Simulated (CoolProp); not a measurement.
A simple Rankine cycle with R365MFC: condensing at 288.15 K, boiler at 2.38 MPa, turbine inlet 443.7 K, turbine efficiency 0.7, pump efficiency 0.8, no recuperator. Each further row changes one setting.

Model: reference Helmholtz-energy equation of state, Lemmon 2016, in CoolProp.

```
case                             thermal efficiency (%)  net work (kJ/kg)  heat in (kJ/kg)  turbine exit temperature (K)  volume ratio over the turbine
-------------------------------  ----------------------  ----------------  ---------------  ----------------------------  -----------------------------
as stated                                          16.1              53.1              330                         362.2                           90.0
turbine inlet 463.7 K                              16.0              58.7              366                         389.2                           77.6
condensing temperature 280.15 K                    17.0              57.9              341                         357.7                            128
boiler pressure 1.67 MPa                           15.2              53.3              350                         379.3                           50.7
turbine efficiency 0.6                             13.7              45.2              330                         369.3                           91.8
```
